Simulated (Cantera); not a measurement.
Charge: 1 mol c-C₄F₈, 0.049 mol CH₄, 0.12 mol H₂, a varied amount of F₂, held at 1.20 Pa.

Points: T (K) = 1073, 1173, 1273, 1373, 1473, 1573, 1673, 1773, 1873; n(F2) (mol) = 0.13, 0.19, 0.27, 0.38, 0.53, 0.74, 1, 1.5, 2.1.

Cantera's Mixture.equilibrate('TP', solver="vcs", rtol=1e-11, max_steps=5000) on the NASA tables stopped like this:

```
ERROR: FAILURE its = 5001!

*******************************************************************************
CanteraError thrown by MultiPhase::equilibrate:
VCS solver failed. Return code: -1
*******************************************************************************
```

Problem. What got this run through?

Solution. Several could match; the one computed here: The failure is numerical, not chemical. The same input converged with solver="gibbs", rtol=1e-10, max_steps=50000, and the result passed a check of the equilibrium conditions:
```
   1073       0.13  C(gr)
   1073       0.19  C(gr)
   1073       0.27  C(gr)
   1073       0.38  C(gr)
   1073       0.53  C(gr)
   1073       0.74  C(gr)
   1073          1  C(gr)
   1073        1.5  C(gr)
   1073        2.1  C(gr)
   1173       0.13  C(gr)
   1173       0.19  C(gr)
   1173       0.27  C(gr)
   1173       0.38  C(gr)
   1173       0.53  C(gr)
   1173       0.74  C(gr)
   1173          1  C(gr)
   1173        1.5  C(gr)
   1173        2.1  C(gr)
   1273       0.13  C(gr)
   1273       0.19  C(gr)
   1273       0.27  C(gr)
   1273       0.38  C(gr)
   1273       0.53  C(gr)
   1273       0.74  C(gr)
   1273          1  C(gr)
   1273        1.5  C(gr)
   1273        2.1  C(gr)
   1373       0.13  C(gr)
   1373       0.19  C(gr)
   1373       0.27  C(gr)
   1373       0.38  C(gr)
   1373       0.53  C(gr)
   1373       0.74  C(gr)
   1373          1  C(gr)
   1373        1.5  C(gr)
   1373        2.1  C(gr)
   1473       0.13  C(gr)
   1473       0.19  C(gr)
   1473       0.27  C(gr)
   1473       0.38  C(gr)
   1473       0.53  C(gr)
   1473       0.74  C(gr)
   1473          1  C(gr)
   1473        1.5  C(gr)
   1473        2.1  C(gr)
   1573       0.13  C(gr)
   1573       0.19  C(gr)
   1573       0.27  C(gr)
   1573       0.38  C(gr)
   1573       0.53  C(gr)
   1573       0.74  C(gr)
   1573          1  C(gr)
   1573        1.5  C(gr)
   1573        2.1  C(gr)
   1673       0.13  C(gr)
   1673       0.19  C(gr)
   1673       0.27  C(gr)
   1673       0.38  C(gr)
   1673       0.53  C(gr)
   1673       0.74  C(gr)
   1673          1  C(gr)
   1673        1.5  C(gr)
   1673        2.1  C(gr)
   1773       0.13  C(gr)
   1773       0.19  C(gr)
   1773       0.27  C(gr)
   1773       0.38  C(gr)
   1773       0.53  C(gr)
   1773       0.74  C(gr)
   1773          1  C(gr)
   1773        1.5  C(gr)
   1773        2.1  C(gr)
   1873       0.13  C(gr)
   1873       0.19  C(gr)
   1873       0.27  C(gr)
   1873       0.38  C(gr)
   1873       0.53  C(gr)
   1873       0.74  C(gr)
   1873          1  C(gr)
   1873        1.5  C(gr)
   1873        2.1  C(gr)
```

The gas is ideal and each condensed phase is pure. The feed counts by its element totals alone.
